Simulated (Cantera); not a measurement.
A Cantera script and its output.

```python
import numpy as np
import cantera as ct

gas = ct.Solution("gri30.yaml")
gas.TPX = 1450, 180000, {'CH4': 1, 'H2O': 1.7}
reactor = ct.IdealGasConstPressureReactor(gas, energy="off", clone=False)
net = ct.ReactorNet([reactor])
net.rtol, net.atol = 1e-08, 1e-18
show = ['CH4', 'H2O', 'HO2', 'C2H', 'H', 'CH3', 'H2']
times = np.geomspace(0.0005, 90, 9)

steps = ct.SolutionArray(gas, extra=["t"])
rows = []
print(f"{'t/s':>10s}{'T/K':>9s}{'P/Pa':>11s}" + "".join(f"{s:>11s}" for s in show))
for t in times:
    while net.time < t:
        t_next = net.step()
        steps.append(gas.state, t=t_next)
    rows.append([np.interp(t, steps.t, y) for y in (steps.T, steps.P, *steps(*show).X.T)])
    print(f"{t:10.3e}{rows[-1][0]:9.1f}{rows[-1][1]:11.4g}" + "".join(f"{x:11.3e}" for x in rows[-1][2:]))
rate = np.gradient(steps.T, steps.t)
print("integrator steps:", len(steps.t))
if steps.T.max() > steps.T[0] + 200:
    print(f"time of steepest temperature rise: {steps.t[rate.argmax()]:.4e} s")
gas.TPX = 1450, 180000, {'CH4': 1, 'H2O': 1.7}
gas.equilibrate("TP")
print(f"equilibrium (TP): T = {gas.T:.1f} K  " + "  ".join(f"{s} {gas[s].X[0]:.3e}" for s in show))
```

Output:

```
       t/s      T/K       P/Pa        CH4        H2O        HO2        C2H          H        CH3         H2
 5.000e-04   1450.0    1.8e+05  3.702e-01  6.296e-01  1.982e-16  2.168e-16  1.847e-08  5.242e-05  1.014e-04
 2.269e-03   1450.0    1.8e+05  3.694e-01  6.296e-01  4.123e-16  1.953e-14  2.681e-08  6.968e-05  5.262e-04
 1.030e-02   1450.0    1.8e+05  3.654e-01  6.288e-01  1.062e-15  2.445e-12  8.503e-08  1.003e-04  3.528e-03
 4.674e-02   1450.0    1.8e+05  3.448e-01  6.207e-01  1.218e-15  8.742e-11  3.790e-07  9.647e-05  2.424e-02
 2.121e-01   1450.0    1.8e+05  2.780e-01  5.882e-01  8.892e-16  4.654e-10  1.214e-06  6.735e-05  9.887e-02
 9.628e-01   1450.0    1.8e+05  1.616e-01  5.252e-01  7.018e-16  9.728e-10  2.773e-06  3.871e-05  2.322e-01
 4.369e+00   1450.0    1.8e+05  1.188e-01  4.413e-01  6.491e-16  8.628e-10  4.092e-06  2.965e-05  3.299e-01
 1.983e+01   1450.0    1.8e+05  1.093e-01  3.305e-01  3.078e-16  3.055e-10  4.603e-06  2.384e-05  4.248e-01
 9.000e+01   1450.0    1.8e+05  7.186e-02  2.333e-01  1.254e-16  6.378e-11  5.133e-06  1.409e-05  5.269e-01
integrator steps: 1482
equilibrium (TP): T = 1450.0 K  CH4 1.085e-05  H2O 1.323e-01  HO2 3.135e-17  C2H 7.087e-19  H 5.744e-06  CH3 1.916e-09  H2 6.549e-01
```

Detailed kinetics in Cantera: GRI-Mech 3.0 (53 species, 325 reactions).
